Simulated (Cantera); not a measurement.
A Cantera script and what it prints.

```python
import numpy as np
import cantera as ct

gas_names = """
    C CO COS CO2 CS CS2 C2 C2O C3 C3O2 C4 C5 Fe FeC5O5 FeO O O2 O3 S SO SO2 SO3 S2 S2O S8
""".split()
cond_names = """
    C(gr) Fe(a) Fe(c) Fe(d) Fe(L) FeC5O5(L) FeO(s) FeO(L) FeS(a) FeS(b) FeS(c) FeS(L) FeSO4(s) FeS2(s)
    Fe2O3(s) Fe2S3O12(s) Fe3O4(s) S(cr1) S(cr2) S(L)
""".split()


# ... load() reads the species with a 1 bar reference pressure and builds the phases ...
atoms = {
    'Fe2O3': {'Fe': 2, 'O': 3},
    'SO3': {'S': 1, 'O': 3},
    'CO2': {'C': 1, 'O': 2},
}
top_T = {'C(gr)': 4500, 'FeSO4(s)': 950, 'FeS2(s)': 1010, 'Fe2O3(s)': 1830, 'Fe2S3O12(s)': 1100, 'Fe3O4(s)': 1870}  # K; cautious upper limits of use, not melting points


# ... equilibrate(T, P, feed) seeds the gas with the atoms and calls Mixture.equilibrate('TP', solver="vcs", rtol=1e-11, max_steps=5000) ...
results = []
feed = {'Fe2O3': 1, 'SO3': 4.6, 'CO2': 0.056}  # mol
T = 1075  # K
P = 47000  # Pa
mix = equilibrate(T, P, feed)
results.append((T, P, feed, dict(zip(mix.species_names, mix.species_moles))))
x = sorted(zip(gas.X, gas.species_names), reverse=True)
print(f"T = {T:g} K  P = {P:g} Pa  gas = {mix.phase_moles(0):.4g} mol")
print("   x: " + "  ".join(f"{s} {v:.3e}" for v, s in x if v > 0.001))
print("   condensed (mol): " + ("  ".join(f"{mix.phase(i).name} {mix.phase_moles(i):.4g}"
      for i in range(1, mix.n_phases) if mix.phase_moles(i) > 1e-12) or "none"))
```

Result:

```
T = 1075 K  P = 47000 Pa  gas = 6.442 mol
   x: SO2 5.545e-01  O2 2.773e-01  SO3 1.595e-01  CO2 8.693e-03
   condensed (mol): Fe2O3(s) 1
```

Method: chemical equilibrium by Gibbs-energy minimisation in Cantera with the NASA 1993 tables (ideal gas, pure condensed phases).
